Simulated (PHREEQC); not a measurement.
Consider water at 25 °C with 0.23 mol KH2PO4 and 5.4e-05 mol H4SiO4 per kg of water. Closed to the air; pH follows from the charge balance.

Model: ion-association model, wateq4f.dat, run in PHREEQC.

```
quantity             before  after
-------------------  ------  -----
pH                     4.39   4.63
SI of Quartz (SiO2)   -0.26  -0.28
```

What was changed between the two runs?
A. KH2PO4 from 0.23 to 0.207 mol/kgw
B. H4SiO4 from 5.4e-05 to 0.00054 mol/kgw
C. KH2PO4 left out
D. KH2PO4 from 0.23 to 0.023 mol/kgw
E. diluted 100-fold with water

D, KH2PO4 from 0.23 to 0.023 mol/kgw

No solid was allowed to form. H3PO4, which wateq4f.dat lacks, is added to it with the constant of phreeqc.dat.
